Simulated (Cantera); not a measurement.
Input: 1 mol BCl₃, 1.9 mol H₂O, 1.3 mol N₂, equilibrated at 1323 K and 17000 Pa.

Cantera equilibrium calculation (NASA polynomials, part measured and part estimated; ideal gas, pure solids and liquids). Candidate condensed phases: B, BN, B₂O₃, B₃O₃H₃, H₂O, NH₄Cl; 49 gas species. Gases not in the tables: H₃BO₃. The numbers say what is thermodynamically allowed, not how fast it happens.

Base state: HCl 0.637, N₂ 0.276, H₂O 0.0835, HBO₂ 0.00283, Cl 0.000187, H₂ 0.000120, (HBO₂)₃ 7.61e-5, Cl₂ 2.59e-5 (mole fractions); condensed: B₂O₃(l).

What changes in the equilibrium state with this change: H₂O from 1.9 to 6.7 mol?


```json
[
 {"species": "H₂O", "before": "0.0835", "after": "0.540"},
 {"species": "HCl", "before": "0.637", "after": "0.315"},
 {"species": "N₂", "before": "0.276", "after": "0.136"},
 {"species": "HBO₂", "before": "0.00283", "after": "0.00720"},
 {"species": "(HBO₂)₃", "before": "7.61e-5", "after": "0.00125"},
 {"species": "Cl₂", "before": "2.59e-5", "after": "9.65e-6"},
 {"species": "Cl", "before": "0.000187", "after": "0.000114"},
 {"species": "H₂", "before": "0.000120", "after": "7.88e-5"},
 {"species": "B₂O₃(l), mol", "before": "0.493", "after": "0.448"}
]
```
